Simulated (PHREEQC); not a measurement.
Consider water at 25 °C with 0.004 mol/kgw H2SO4, 0.095 mol/kgw NaCl and 0.011 mol/kgw KCl. It is in equilibrium with CO2 at log p = -3.4 (atm). Otherwise closed; pH follows from the charge balance.

Equilibrium calculation in PHREEQC: ion-association model, wateq4f.dat.

Problem. The ionic strength comes out as 0.116 mol/kgw. What activity coefficients do SO4-2, K+, NaSO4-, Cl-, KSO4- get?

Solution. SO4-2 0.35, K+ 0.75, NaSO4- 0.78, Cl- 0.75, KSO4- 0.78.

Precipitation was switched off in this run.
